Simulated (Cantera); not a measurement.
Hydrocarbon pyrolysis for carbon deposition

A perfectly stirred reactor is fed with 45.5 % C2H6, 54.5 % H2, at 6.38 Torr; it is held at 1000 K, and followed from long to short residence time.

Computed with Cantera and GRI-Mech 3.0 (53 species, 325 reactions). GRI-Mech 3.0 stops at C3 and has no aromatics, soot or wall deposition, so with more carbon than oxygen in the feed, carbon stays in small species such as C2H2 where larger ones or solid carbon would form. Radical loss at walls, strong at low pressure, is not modelled.

```csv
τ (s),x C2H6,x H2,x C2H2,x CH4,x CH3,x CH2,x H
1.1,0.415,0.556,1.78e-5,0.00236,2.41e-6,1.28e-12,6.16e-7
0.61,0.434,0.551,4.62e-6,0.00110,2.01e-6,<1e-12,5.47e-7
0.33,0.445,0.548,8.95e-7,0.000415,1.39e-6,<1e-12,4.37e-7
0.18,0.451,0.546,1.27e-7,0.000127,7.78e-7,<1e-12,3.00e-7
0.095,0.453,0.546,1.19e-8,3.48e-5,4.05e-7,<1e-12,1.74e-7
0.051,0.454,0.546,1.06e-9,1.25e-5,2.71e-7,<1e-12,9.60e-8
0.027,0.454,0.545,8.76e-11,5.54e-6,2.26e-7,<1e-12,5.14e-8
0.015,0.455,0.545,8.86e-12,2.84e-6,2.09e-7,<1e-12,2.88e-8
0.0079,0.455,0.545,<1e-12,1.39e-6,1.94e-7,<1e-12,1.53e-8
```
x: mole fraction; the columns are a selection and need not sum to one.
